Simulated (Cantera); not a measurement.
Feed: 1 mol SiH2Cl2, 2.2 mol N2, 91 mol H2, held at 1523.15 K and 0.133 bar.

These are equilibrium values from Cantera (NASA tables, ideal gas, pure condensed phases), not measurements of a reactor. Candidate condensed phases: NH4Cl, Si, Si3N4; 28 gas species. Rates play no part.

Base state: H2 0.963, HCl 0.0208, N2 0.0163, SiCl2 0.000155, H 6.22e-5 (mole fractions); condensed: Si3N4(s).

Question: What changes in the equilibrium state with this change: pressure from 0.133 bar to 64.0 Pa?

Answer: 
```csv
species,before,after
H2,0.963,0.956
N2,0.0163,0.0231
HCl,0.0208,0.0186
SiCl2,0.000155,0.00118
Si,1.43e-8,2.83e-5
H,6.22e-5,0.000895
Cl,1.08e-6,1.40e-5
"Si3N4(s), mol",0.328,0
"Si(s), mol",0,0.883
```

Question: What changes in the equilibrium state with this change: H2 from 91 to 14 mol?

Answer: 
```
species          before     after
-------------  --------  --------
H2                0.963     0.800
HCl              0.0208     0.110
N2               0.0163    0.0886
SiCl2          0.000155   0.00168
SiCl4           1.29e-7   4.66e-5
SiCl3           2.58e-6  0.000162
SiHCl3          6.68e-7   3.81e-5
H               6.22e-5   5.67e-5
Si3N4(s), mol     0.328     0.322
```
The tables' values for SiCl3 are old estimates; treat these amounts as uncertain.

Question: What changes in the equilibrium state with this change: SiH2Cl2 replaced by trisilylamine?

Answer: 
| species | before | after |
|---|---|---|
| H2 | 0.963 | 0.993 |
| N2 | 0.0163 | 0.00728 |
| H | 6.22e-5 | 6.32e-5 |
| HCl | 0.0208 | 0 |
| SiCl2 | 0.000155 | 0 |
| Si3N4(s), mol | 0.328 | 1.000 |
The feed counts by its element totals alone.
